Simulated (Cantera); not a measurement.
Feed: 1 mol CH4, a varied amount of CO2, 0.62 mol H2, equilibrated at 1802 °C and 6.10 bar.

Cantera equilibrium calculation (NASA polynomials, part measured and part estimated; ideal gas, pure solids and liquids). Candidate condensed phases: C, C6H6, C7H8, C8H18, H2O; 110 gas species. The numbers say what is thermodynamically allowed, not how fast it happens.

log p: log10 of the partial pressure in bar; n: condensed amount in mol.

| n(CO2) (mol) | log p H2 | log p CO | log p H2O | log p CO2 | log p CH4 | n C(graphite) |
|---|---|---|---|---|---|---|
| 0.12 | 0.75 | -0.29 | -3.60 | -5.32 | -1.96 | 0.868 |
| 0.16 | 0.73 | -0.18 | -3.50 | -5.10 | -1.99 | 0.828 |
| 0.22 | 0.72 | … | … | … | -2.02 | 0.769 |
| 0.3 | 0.69 | 0.06 | -3.31 | -4.63 | -2.07 | 0.689 |
| 0.41 | 0.67 | 0.16 | -3.23 | -4.42 | -2.13 | 0.579 |
| 0.56 | 0.63 | 0.26 | -3.17 | -4.22 | -2.20 | 0.430 |
| 0.76 | 0.58 | 0.35 | -3.12 | -4.04 | -2.29 | 0.230 |
| 1 | 0.54 | 0.42 | -2.65 | -3.45 | -2.83 | 0 |
| 1.4 | 0.44 | 0.45 | -0.40 | -1.07 | -5.33 | 0 |
| 2 | … | 0.48 | … | … | … | 0 |
| 2.7 | 0.15 | 0.49 | 0.05 | -0.29 | -6.64 | 0 |
| 3.7 | -0.06 | 0.47 | 0.12 | -0.03 | -7.34 | 0 |

### Question
Fill in the missing entries.

### Answer

- 2, log p H2: 0.30
- 2, log p H2O: -0.08
- 2, log p CO2: -0.59
- 2, log p CH4: -6.04
- 0.22, log p CO: -0.06
- 0.22, log p H2O: -3.40
- 0.22, log p CO2: -4.86
